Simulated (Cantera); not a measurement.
An isothermal, constant-pressure homogeneous reactor starts with CH4 : CO2 : H2 = 1 : 1.5 : 0.32 (molar parts), at 1525 K and 2.60 bar. Integrator tolerance rtol = 1e-08.

Detailed kinetics in Cantera: GRI-Mech 3.0 (53 species, 325 reactions).

Question: What does this change do: pressure from 2.60 bar to 1.10 bar?

Answer: 
```
quantity                                            before                                      after
----------------  ----------------------------------------  -----------------------------------------
x(CH4) at 200 s    0.00396 (gas-phase equilibrium 1.01e-5)    0.00295 (gas-phase equilibrium 1.80e-6)
x(CO2) at 200 s      0.0337 (gas-phase equilibrium 0.0318)      0.0333 (gas-phase equilibrium 0.0318)
x(H2) at 200 s         0.402 (gas-phase equilibrium 0.409)        0.404 (gas-phase equilibrium 0.409)
x(HO2) at 200 s      <1e-12 (gas-phase equilibrium <1e-12)      <1e-12 (gas-phase equilibrium <1e-12)
x(OH) at 200 s     5.41e-8 (gas-phase equilibrium 5.15e-8)    8.24e-8 (gas-phase equilibrium 7.92e-8)
x(C2H2) at 200 s  8.05e-5 (gas-phase equilibrium 5.18e-10)  0.000213 (gas-phase equilibrium 9.27e-11)
x(O2) at 200 s       <1e-12 (gas-phase equilibrium <1e-12)      <1e-12 (gas-phase equilibrium <1e-12)
```

Question: What does this change do: pressure from 2.60 bar to 0.560 bar?

Answer: 
| quantity | before | after |
|---|---|---|
| x(CH4) at 200 s | 0.00396 (gas-phase equilibrium 1.01e-5) | 0.00260 (gas-phase equilibrium 4.67e-7) |
| x(CO2) at 200 s | 0.0337 (gas-phase equilibrium 0.0318) | 0.0333 (gas-phase equilibrium 0.0318) |
| x(H2) at 200 s | 0.402 (gas-phase equilibrium 0.409) | 0.404 (gas-phase equilibrium 0.409) |
| x(HO2) at 200 s | <1e-12 (gas-phase equilibrium <1e-12) | <1e-12 (gas-phase equilibrium <1e-12) |
| x(OH) at 200 s | 5.41e-8 (gas-phase equilibrium 5.15e-8) | 1.15e-7 (gas-phase equilibrium 1.11e-7) |
| x(C2H2) at 200 s | 8.05e-5 (gas-phase equilibrium 5.18e-10) | 0.000466 (gas-phase equilibrium 2.40e-11) |
| x(O2) at 200 s | <1e-12 (gas-phase equilibrium <1e-12) | <1e-12 (gas-phase equilibrium <1e-12) |

Question: What does this change do: CO2 1.5 to 0.37 parts?

Answer: 
```json
[
 {"quantity": "x(CH4) at 200 s", "before": "0.00396 (gas-phase equilibrium 1.01e-5)", "after": "0.133 (gas-phase equilibrium 0.132)"},
 {"quantity": "x(CO2) at 200 s", "before": "0.0337 (gas-phase equilibrium 0.0318)", "after": "2.08e-6 (gas-phase equilibrium 1.35e-6)"},
 {"quantity": "x(H2) at 200 s", "before": "0.402 (gas-phase equilibrium 0.409)", "after": "0.539 (gas-phase equilibrium 0.539)"},
 {"quantity": "x(HO2) at 200 s", "before": "<1e-12 (gas-phase equilibrium <1e-12)", "after": "<1e-12 (gas-phase equilibrium <1e-12)"},
 {"quantity": "x(OH) at 200 s", "before": "5.41e-8 (gas-phase equilibrium 5.15e-8)", "after": "6.79e-12 (gas-phase equilibrium 4.43e-12)"},
 {"quantity": "x(C2H2) at 200 s", "before": "8.05e-5 (gas-phase equilibrium 5.18e-10)", "after": "0.0393 (gas-phase equilibrium 0.0393)"},
 {"quantity": "x(O2) at 200 s", "before": "<1e-12 (gas-phase equilibrium <1e-12)", "after": "<1e-12 (gas-phase equilibrium <1e-12)"}
]
```
GRI-Mech 3.0 stops at C3 and has no aromatics, soot or wall deposition, so with more carbon than oxygen in the feed, carbon stays in small species such as C2H2 where larger ones or solid carbon would form.
